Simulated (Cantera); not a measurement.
**MgCO3 + CO2 + O2 (calcination and drying)**

Feed: 1 mol MgCO3, 2.1 mol CO2, 0.051 mol O2, held at 2248 K and 0.320 bar.

Method: chemical equilibrium by Gibbs-energy minimisation in Cantera with the NASA 1993 tables (ideal gas, pure condensed phases). Candidate condensed phases: C, Mg, MgCO3, MgO; 15 gas species. Kinetics and transport are ignored.

```json
{
 "x(CO2)": "0.892",
 "x(CO)": "0.0614",
 "x(O2)": "0.0457",
 "x(O)": "0.00138",
 "x(Mg)": "1.39e-5",
 "x(MgO)": "4.90e-6",
 "n(MgO(s))": "1.000 mol",
 "gas_amount": "3.253 mol",
 "log10 activity of Mg(l) (absent)": "-7.20",
 "log10 activity of C(graphite) (absent)": "-7.91"
}
```
